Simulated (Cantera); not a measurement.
A diamond (100) surface in a fixed gas of H2 with x(CH4) = 0.026, x(H) = 0.037, at 1050 K, 1600 Pa; coverages are run to steady state.

Model: the Harris–Goodwin 1993 mechanism for the reconstructed diamond (100) surface, integrated in Cantera.

One state of this run: growth (µm/h) = 0.181; θ c6HH = 0.552; θ c6H* = 0.0231; θ c6*H = 0.411; θ c6** = 0.0138; θ c6HM = 0.000207. θ: site fractions in the mechanism's names (c6HH fully hydrogenated, c6H* and c6*H radical sites, c6** diradical, c6HM methylated).

Q: Which value of x(CH3) does it belong to?
A) 0.0022
B) 4.7e-05
C) 1.8e-05
D) 6.8e-06

A: C, 1.8e-05
